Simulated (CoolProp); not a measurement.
Vapour-liquid equilibrium of carbon dioxide (1) + propylene (2) at -42.95 °C; x and y are mole fractions of (1).

Values from CoolProp's multi-fluid Helmholtz-energy mixture model, Span 1996 and Lemmon 2013; pair parameters Bell 2016.

Problem. Give the bubble pressure and the first vapour's composition at x = 0.15, 0.25, 0.45. Is there an azeotrope?

Solution. x = 0.15: 3.397 bar, y = 0.665; x = 0.25: 4.531 bar, y = 0.766; x = 0.45: 6.155 bar, y = 0.853. No azeotrope shows between x = 0.05 and 0.95.

Pair parameters are fitted to limited data, so mixtures are less certain than the pure fluids.
